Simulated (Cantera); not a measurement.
Charge: 1 mol Fe₃O₄, 0.84 mol C, 0.36 mol H₂, equilibrated at 1352 °C and 0.420 Torr.

Equilibrium computed with Cantera from the NASA thermochemical tables; the gas is ideal and each condensed phase is pure. Candidate condensed phases: C, C₆H₆, C₇H₈, C₈H₁₈, Fe, Fe(CO)₅, FeO, Fe(OH)₂, Fe(OH)₃, Fe₂O₃, Fe₃O₄, H₂O; 114 gas species. Mutual solubility and eutectic melting of coexisting phases are not modelled. The tables' stoichiometric FeO is somewhat more stable than real wüstite, so its field is too wide. FeO: taken at fixed stoichiometry. The numbers say what is thermodynamically allowed, not how fast it happens.

Base state: CO 0.606, H₂ 0.203, H₂O 0.0949, CO₂ 0.0911, Fe 0.00310, H 0.00134, OH 2.64e-5 (mole fractions); condensed: Fe(γ) + FeO(s).

Problem. What changes in the equilibrium state with this change: temperature from 1352 °C to 1775 °C?

Solution. 
```json
[
 {"species": "CO", "before": "0.606", "after": "0.351"},
 {"species": "Fe", "before": "0.00310", "after": "0.227"},
 {"species": "CO₂", "before": "0.0911", "after": "0.170"},
 {"species": "H₂", "before": "0.203", "after": "0.0631"},
 {"species": "FeO", "before": "9.47e-6", "after": "0.0116"},
 {"species": "H", "before": "0.00134", "after": "0.0238"},
 {"species": "H₂O", "before": "0.0949", "after": "0.145"},
 {"species": "O₂", "before": "3.06e-8", "after": "0.00160"},
 {"species": "O", "before": "1.44e-7", "after": "0.00162"},
 {"species": "Fe(γ), mol", "before": "0.0604", "after": "0"},
 {"species": "FeO(s), mol", "before": "2.94", "after": "0"},
 {"species": "FeO(l), mol", "before": "0", "after": "2.62"}
]
```

Problem. What changes in the equilibrium state with this change: temperature from 1352 °C to 1100 °C?

Solution. 
| species | before | after |
|---|---|---|
| CO | 0.606 | 0.595 |
| H₂ | 0.203 | 0.220 |
| CO₂ | 0.0911 | 0.105 |
| H₂O | 0.0949 | 0.0798 |
| Fe | 0.00310 | 1.39e-5 |
| OH | 2.64e-5 | 4.27e-7 |
| H | 0.00134 | 6.60e-5 |
| Fe(γ), mol | 0.0604 | 0.0616 |
| FeO(s), mol | 2.94 | 2.94 |
